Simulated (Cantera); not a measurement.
Thermodynamics of carbothermic reduction, feed Fe3O4 + C + CO

Charge: 1 mol Fe3O4, 0.5 mol C, 0.022 mol CO, equilibrated at 10.0 mbar.

Method: chemical equilibrium by Gibbs-energy minimisation in Cantera with the NASA 1993 tables (ideal gas, pure condensed phases). Candidate condensed phases: C, Fe, Fe(CO)5, FeO, Fe2O3, Fe3O4; 15 gas species. The tables' stoichiometric FeO is somewhat more stable than real wüstite, so its field is too wide. FeO: taken at fixed stoichiometry. Rates play no part.

| T (K) | x CO2 | x CO | x O2 | x O | x Fe | x FeO | n FeO(l) |
|---|---|---|---|---|---|---|---|
| 1998 | 0.896 | 0.0821 | 0.0201 | 0.000935 | 0.000335 | 0.000332 | 3.00 |
| 2023 | 0.883 | 0.0905 | 0.0243 | 0.00124 | 0.000487 | 0.000467 | 3.00 |
| 2048 | 0.868 | 0.0997 | 0.0290 | 0.00163 | 0.000704 | 0.000650 | 3.00 |
| 2073 | 0.852 | 0.110 | 0.0341 | 0.00212 | 0.00101 | 0.000898 | 3.00 |
| 2098 | 0.834 | 0.121 | 0.0397 | 0.00273 | 0.00145 | 0.00123 | 3.00 |
| 2123 | 0.815 | 0.133 | 0.0456 | 0.00348 | 0.00206 | 0.00167 | 3.00 |
| 2148 | 0.793 | 0.145 | 0.0521 | 0.00440 | 0.00292 | 0.00226 | 3.00 |
| 2173 | 0.770 | 0.158 | 0.0589 | 0.00552 | 0.00410 | 0.00302 | 3.00 |
| 2198 | 0.745 | 0.172 | 0.0662 | 0.00687 | 0.00573 | 0.00402 | 2.99 |
| 2223 | 0.718 | 0.186 | 0.0738 | 0.00849 | 0.00797 | 0.00531 | 2.99 |
x: gas mole fraction; n: condensed amount in mol.

From 1998 K to 2223 K the condensed part is FeO(l). The main Fe-bearing gas is Fe throughout.
